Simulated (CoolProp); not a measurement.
Properties of hydrogen chloride along the isobar 5.82 MPa.

The numbers come from the reference Helmholtz-energy equation of state, Thol 2018 in CoolProp.

```csv
T (K),phase,density (kg/m³),cv (kJ/(kg K)),speed of sound (m/s),Joule-Thomson coefficient (K/MPa)
216.9,liquid,1120,0.9850,982.4,-0.2602
246.1,liquid,1037,0.9380,836.3,-0.1467
275.4,liquid,934.9,0.9059,667.6,0.1034
304.6,liquid,775.5,0.9167,430.8,1.007
333.9,gas,106.7,0.7909,278.1,10.31
363.2,gas,87.70,0.6901,307.8,8.853
392.4,gas,76.39,0.6412,330.7,7.690
421.7,gas,68.37,0.6152,350.1,6.753
451,gas,62.22,0.6011,367.3,5.993
480.2,gas,57.28,0.5937,382.7,5.367
```
